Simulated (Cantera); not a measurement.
Cantera with NASA thermochemical tables; ideal gases at 1 bar, condensed phases pure. Values are per mole of reaction as written; species without (g) are pure solids or liquids, kept so even where they would boil at 1 bar. TaC: taken at fixed stoichiometry.

Task: Between 950 and 2950 K, where is each reaction favourable under standard conditions?
- 3 TaO₂(g) + 3 CO₂(g) ⇌ 4 O₃(g) + 3 TaC
- 2 CO(g) + 2 TaO₂(g) ⇌ 3 O₂(g) + 2 TaC
- 7 CO₂(g) + 2 TaC ⇌ 9 CO(g) + Ta₂O₅

Result: 
- 3 TaO₂(g) + 3 CO₂(g) ⇌ 4 O₃(g) + 3 TaC: ΔG° is 2281 kJ at 950 K and 2904 kJ at 2950 K; it stays positive (K < 1). ΔH° is 2146 kJ and ΔS° -257 J/K at 2950 K.
- 2 CO(g) + 2 TaO₂(g) ⇌ 3 O₂(g) + 2 TaC: ΔG° is 568 kJ at 950 K and 980 kJ at 2950 K; it stays positive (K < 1). ΔH° is 436 kJ and ΔS° -184 J/K at 2950 K.
- 7 CO₂(g) + 2 TaC ⇌ 9 CO(g) + Ta₂O₅: ΔG° is -337 kJ at 950 K and -1122 kJ at 2950 K; it stays negative (K > 1). ΔH° is 140 kJ and ΔS° 428 J/K at 2950 K.
